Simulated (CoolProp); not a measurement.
A simple Rankine cycle with o-xylene: condensing at 325.15 K, boiler at 0.141 MPa, turbine inlet 580.4 K, turbine efficiency 0.6, pump efficiency 0.6, no recuperator. Each further row changes one setting.

Computed with CoolProp (reference Helmholtz-energy equation of state, Zhou 2012).

```json
[
 {"case": "as stated", "thermal efficiency (%)": "10.8", "net work (kJ/kg)": "91.6", "heat in (kJ/kg)": "848", "turbine exit temperature (K)": "535.8", "volume ratio over the turbine": "35.3"},
 {"case": "turbine inlet 600.4 K", "thermal efficiency (%)": "10.6", "net work (kJ/kg)": "95.0", "heat in (kJ/kg)": "…", "turbine exit temperature (K)": "555.5", "volume ratio over the turbine": "35.3"},
 {"case": "condensing temperature 317.15 K", "thermal efficiency (%)": "11.7", "net work (kJ/kg)": "101", "heat in (kJ/kg)": "863", "turbine exit temperature (K)": "531.3", "volume ratio over the turbine": "51.9"},
 {"case": "boiler pressure 0.0987 MPa", "thermal efficiency (%)": "9.8", "net work (kJ/kg)": "…", "heat in (kJ/kg)": "…", "turbine exit temperature (K)": "540.3", "volume ratio over the turbine": "24.8"},
 {"case": "turbine efficiency 0.5", "thermal efficiency (%)": "…", "net work (kJ/kg)": "76.3", "heat in (kJ/kg)": "848", "turbine exit temperature (K)": "543.2", "volume ratio over the turbine": "35.8"}
]
```

### Question
What belongs in the gaps?

### Answer

- turbine inlet 600.4 K, heat in (kJ/kg): 893
- boiler pressure 0.0987 MPa, net work (kJ/kg): 83.3
- boiler pressure 0.0987 MPa, heat in (kJ/kg): 849
- turbine efficiency 0.5, thermal efficiency (%): 9.0
